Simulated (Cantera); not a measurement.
Charge: 1 mol S, 0.13 mol H₂O, 7.5 mol H₂, equilibrated at 51.0 mbar.

These are equilibrium values from Cantera (NASA tables, ideal gas, pure condensed phases), not measurements of a reactor. Candidate condensed phases: H₂O, H₂SO₄, S; 19 gas species. Kinetics and transport are ignored. All values below are at 1973 K.

Base state: H₂ 0.896, S₂ 0.0412, H₂S 0.0261, H₂O 0.0158, SH 0.0129, H 0.00565, S 0.00239, SO 0.000250 (mole fractions); condensed: gas only.

Task: What changes in the equilibrium state with this change: H₂O from 0.13 to 2 mol?

Result: 
| species | before | after |
|---|---|---|
| H₂ | 0.896 | 0.733 |
| H₂O | 0.0158 | 0.194 |
| S₂ | 0.0412 | 0.0320 |
| H₂S | 0.0261 | 0.0188 |
| SH | 0.0129 | 0.0103 |
| SO₂ | 8.97e-6 | 0.00176 |
| OH | 9.50e-6 | 0.000128 |
| SO | 0.000250 | 0.00329 |
| S₂O | 6.01e-6 | 6.96e-5 |
| S | 0.00239 | 0.00210 |
